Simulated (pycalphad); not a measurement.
Source of the numbers: pycalphad with the COST 507 light-alloy database (1999); pressure 1 atm. The database dates from 1999; later assessments differ in places, in temperatures and in the compounds included. Amounts are mole fractions of atoms. Kinetics are ignored, which matters at the lower temperatures.

Q: Give the equilibrium state of Ti-0.7C (at.%) at 1330 K.

A: bcc, fraction 1.000, with 0.69 C at.%; fcc, fraction 0.000, with 34.0 C at.%.

Q: Give the equilibrium state of Ti-0.7C (at.%) at 650 K.

A: hcp, fraction 0.983, with 0.08 C at.%; fcc, fraction 0.017, with 36.5 C at.%.

The fcc model also describes the rock-salt carbide or nitride (TiC, TiN, HfC).
